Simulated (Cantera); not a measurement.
An isothermal, constant-pressure homogeneous reactor starts with 6.98 % H₂, 93.0 % O₂, at 1325 K and 12.8 Torr.

Detailed kinetics in Cantera: the H2/O2 subset of GRI-Mech 3.0, which has no nitrogen chemistry. Radical loss at walls, strong at low pressure, is not modelled. The temperature is held fixed by assumption; the heat of reaction is taken as removed at once.

x: mole fraction; the columns are a selection and need not sum to one.

```csv
t (s),x H₂,x O₂,x OH,x O,x H,x H₂O₂
1.00e-5,0.0698,0.930,1.24e-9,1.29e-9,5.31e-9,<1e-12
4.27e-5,0.0698,0.930,1.47e-8,1.69e-8,1.83e-8,1.14e-11
0.000182,0.0698,0.930,3.00e-7,3.93e-7,2.29e-7,2.03e-10
0.000777,0.0602,0.923,0.00307,0.00438,0.00245,___
0.00331,0.00147,0.879,0.00635,0.0430,0.0104,1.18e-7
0.0141,0.00105,0.894,0.00542,0.0296,0.00596,1.17e-7
0.0603,0.000323,0.918,0.00304,0.00860,0.000948,___
0.257,3.24e-5,0.926,0.000966,0.000847,2.94e-5,___
1.10,2.75e-6,0.928,0.000283,7.20e-5,7.31e-7,___
4.69,3.46e-7,0.928,0.000101,9.09e-6,3.29e-8,___
20.0,8.97e-8,0.928,5.13e-5,2.36e-6,4.36e-9,6.56e-10
```

Q: Complete the blanks.

A: 
- 0.000777, x H₂O₂: 3.93e-8
- 0.0603, x H₂O₂: 9.02e-8
- 0.257, x H₂O₂: 3.39e-8
- 1.10, x H₂O₂: 7.94e-9
- 4.69, x H₂O₂: 1.75e-9
